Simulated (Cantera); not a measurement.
# Equilibrium for thermal oxidation and active oxidation of silicon: Si + H2O + N2

Charge: 1 mol Si, 2 mol H2O, 2.3 mol N2, equilibrated at 1227 °C.

Method: chemical equilibrium by Gibbs-energy minimisation in Cantera with the NASA 1993 tables (ideal gas, pure condensed phases). Candidate condensed phases: H2O, Si, SiO2, Si2N2O, Si3N4; 35 gas species. Mutual solubility and eutectic melting of coexisting phases are not modelled. The tables hold silica as quartz up to 1696 K and as liquid above; real silica turns to tridymite and cristobalite and melts near 1996 K. Rates play no part.

```csv
P (Pa),x N2,x H2,x SiO,x H2O,x H,x NH3,x OH,n SiO2(β-quartz),n Si2N2O(s)
0.100,0.518,0.418,0.0268,0.0267,0.0114,1.20e-11,2.08e-5,0.881,0
1.50,0.530,0.452,0.00719,0.00719,0.00306,2.06e-10,1.39e-6,0.969,0
22,0.534,0.462,0.00190,0.00190,0.000806,3.12e-9,9.46e-8,0.992,0
320,0.535,0.464,0.000499,0.000499,0.000212,4.58e-8,6.50e-9,0.998,0
4600,0.535,0.465,0.000132,0.000132,5.60e-5,6.60e-7,4.52e-10,0.999,0
68000,0.535,0.465,4.58e-6,0.000256,1.46e-5,9.76e-6,2.29e-10,0.999,0.000360
1000000,0.535,0.464,1.27e-7,0.000626,3.79e-6,0.000143,1.46e-10,0.998,0.000896
```
x: gas mole fraction; n: condensed amount in mol.

From 0.100 Pa to 46.0 mbar the condensed part is SiO2(β-quartz). From 0.680 bar to 10.0 bar the condensed part is SiO2(β-quartz) + Si2N2O(s). The main Si-bearing gas is SiO throughout.
